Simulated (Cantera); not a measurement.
An isothermal, constant-pressure homogeneous reactor starts with NO : N2 = 1 : 0.27 (molar parts), at 1773 K and 0.210 bar. Integrator tolerance rtol = 1e-08.

Model: GRI-Mech 3.0 (53 species, 325 reactions), integrated in Cantera.

Task: What does this change do: pressure from 0.210 bar to 10.00 Torr?

Result: 
```
quantity                                            before                                      after
----------------  ----------------------------------------  -----------------------------------------
x(NO) at 2.00 s      0.695 (gas-phase equilibrium 0.00455)      0.780 (gas-phase equilibrium 0.00454)
x(O2) at 2.00 s       0.0456 (gas-phase equilibrium 0.391)      0.00368 (gas-phase equilibrium 0.391)
x(N2O) at 2.00 s  0.000182 (gas-phase equilibrium 1.05e-7)   0.000204 (gas-phase equilibrium 2.65e-8)
x(NO2) at 2.00 s  0.000406 (gas-phase equilibrium 7.54e-6)    3.75e-5 (gas-phase equilibrium 1.90e-6)
x(N2) at 2.00 s        0.258 (gas-phase equilibrium 0.604)        0.216 (gas-phase equilibrium 0.604)
x(O) at 2.00 s    4.97e-5 (gas-phase equilibrium 0.000129)  0.000128 (gas-phase equilibrium 0.000512)
```
Radical loss at walls, strong at low pressure, is not modelled.

Task: What does this change do: pressure from 0.210 bar to 100.0 Torr?

Result: 
| quantity | before | after |
|---|---|---|
| x(NO) at 2.00 s | 0.695 (gas-phase equilibrium 0.00455) | 0.726 (gas-phase equilibrium 0.00455) |
| x(O2) at 2.00 s | 0.0456 (gas-phase equilibrium 0.391) | 0.0305 (gas-phase equilibrium 0.391) |
| x(N2O) at 2.00 s | 0.000182 (gas-phase equilibrium 1.05e-7) | 0.000196 (gas-phase equilibrium 8.38e-8) |
| x(NO2) at 2.00 s | 0.000406 (gas-phase equilibrium 7.54e-6) | 0.000280 (gas-phase equilibrium 6.01e-6) |
| x(N2) at 2.00 s | 0.258 (gas-phase equilibrium 0.604) | 0.243 (gas-phase equilibrium 0.604) |
| x(O) at 2.00 s | 4.97e-5 (gas-phase equilibrium 0.000129) | 5.43e-5 (gas-phase equilibrium 0.000162) |

Task: What does this change do: pressure from 0.210 bar to 8.25 Torr?

Result: 
```csv
quantity,before,after
x(NO) at 2.00 s,0.695 (gas-phase equilibrium 0.00455),0.781 (gas-phase equilibrium 0.00454)
x(O2) at 2.00 s,0.0456 (gas-phase equilibrium 0.391),0.00309 (gas-phase equilibrium 0.391)
x(N2O) at 2.00 s,0.000182 (gas-phase equilibrium 1.05e-7),0.000200 (gas-phase equilibrium 2.41e-8)
x(NO2) at 2.00 s,0.000406 (gas-phase equilibrium 7.54e-6),3.16e-5 (gas-phase equilibrium 1.72e-6)
x(N2) at 2.00 s,0.258 (gas-phase equilibrium 0.604),0.216 (gas-phase equilibrium 0.604)
x(O) at 2.00 s,4.97e-5 (gas-phase equilibrium 0.000129),0.000142 (gas-phase equilibrium 0.000563)
```
Radical loss at walls, strong at low pressure, is not modelled.
